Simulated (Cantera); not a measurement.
What does this Cantera script print?

```python
import numpy as np
import cantera as ct

gas = ct.Solution("h2o2.yaml")
gas.TPX = 450, 840000, {'H2': 1, 'O2': 0.227, 'N2': 0.855}
flame = ct.FreeFlame(gas, width=0.009)
flame.set_refine_criteria(ratio=3, slope=0.08, curve=0.16)
flame.transport_model = "mixture-averaged"
flame.solve(loglevel=0, auto=True)
flame.transport_model = "multicomponent"
flame.soret_enabled = False
flame.solve(loglevel=0, refine_grid=True)
z, T = flame.grid, flame.T
thick = (T[-1] - T[0]) / np.gradient(T, z).max()
show = ['H2', 'O2', 'H2O2', 'OH', 'O', 'H2O']
print(f"laminar burning velocity  {flame.velocity[0] * 100:.3f} cm/s")
print(f"burnt temperature         {T[-1]:.1f} K")
print(f"thermal thickness         {thick * 1e3:.4f} mm")
print(f"grid points               {len(z)}")
z0 = z[flame.heat_release_rate.argmax()]
print(f"{'z/mm':>9s}{'T/K':>9s}{'u/(m/s)':>9s}" + "".join(f"{s:>11s}" for s in show))
rows = []
for k in (-3, -2, -1.5, -1, -0.5, -0.25, 0, 0.25, 0.5, 1, 2, 4, 8):
    zz = z0 + k * thick
    rows.append([k * thick, np.interp(zz, z, T), np.interp(zz, z, flame.velocity),
                 *(np.interp(zz, z, flame.X[gas.species_index(s)]) for s in show)])
    print(f"{rows[-1][0] * 1e3:9.3f}{rows[-1][1]:9.1f}{rows[-1][2]:9.3f}" + "".join(f"{x:11.3e}" for x in rows[-1][3:]))
```

Result:

```
laminar burning velocity  464.250 cm/s
burnt temperature         2127.9 K
thermal thickness         0.0287 mm
grid points               115
     z/mm      T/K  u/(m/s)         H2         O2       H2O2         OH          O        H2O
   -0.086    450.0    4.643  4.803e-01  1.090e-01  1.356e-10  6.935e-13  6.308e-11  3.121e-08
   -0.057    450.1    4.643  4.803e-01  1.090e-01  2.080e-09  9.737e-12  8.783e-10  4.140e-07
   -0.043    450.6    4.647  4.801e-01  1.091e-01  1.589e-08  6.569e-11  5.624e-09  2.748e-06
   -0.029    455.7    4.689  4.788e-01  1.093e-01  4.481e-07  3.191e-09  9.786e-08  5.889e-05
   -0.014    572.0    5.750  4.623e-01  1.097e-01  4.906e-05  4.616e-05  1.003e-05  5.321e-03
   -0.007    910.0    8.867  4.252e-01  9.818e-02  1.127e-04  6.898e-04  1.697e-04  3.816e-02
    0.000   1305.7   12.428  3.708e-01  7.074e-02  4.433e-05  1.203e-03  7.769e-04  1.003e-01
    0.007   1582.1   14.895  3.201e-01  3.825e-02  6.288e-06  1.914e-03  1.147e-03  1.648e-01
    0.014   1735.9   16.267  2.904e-01  1.680e-02  2.471e-06  2.249e-03  8.420e-04  2.061e-01
    0.029   1865.5   17.396  2.745e-01  2.969e-03  9.029e-07  2.265e-03  3.193e-04  2.335e-01
    0.057   1956.3   18.152  2.765e-01  2.128e-04  3.017e-07  1.929e-03  1.299e-04  2.404e-01
    0.115   2024.8   18.704  2.819e-01  2.582e-05  1.285e-07  1.383e-03  5.529e-05  2.424e-01
    0.229   2072.1   19.075  2.861e-01  8.235e-06  5.232e-08  8.651e-04  1.952e-05  2.439e-01
```

Cantera simulation using the H2/O2 subset of GRI-Mech 3.0, which has no nitrogen chemistry; the numbers are that mechanism's predictions, not measurements. The hydrogen kinetics of GRI-Mech 3.0 are dated; newer H2 mechanisms differ, most at raised pressure. Burning velocities carry a grid error of a few per cent, more on coarse grids.
